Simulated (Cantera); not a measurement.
A closed system holds: 1 mol C₂H₄, 0.82 mol NH₃, at 2100 K and 21.0 Pa.

Equilibrium computed with Cantera from the NASA thermochemical tables; the gas is ideal and each condensed phase is pure. Candidate condensed phases: C, C₆H₆, C₇H₈, C₈H₁₈; 92 gas species. Rates play no part.

Problem. What is the equilibrium state?

Solution. 
| Item | Value |
|---|---|
| x(H₂) | 0.712 |
| x(H) | 0.181 |
| x(N₂) | 0.0993 |
| x(HCN) | 0.00570 |
| x(C₂H₂ (acetylene)) | 0.00103 |
| x(HNC) | 0.000385 |
| x(CN) | 4.25e-5 |
| x(C₂H) | 6.78e-6 |
| x(C₃) | 1.37e-6 |
| n(C(graphite)) | 1.97 mol |
| gas amount | 4.003 mol |
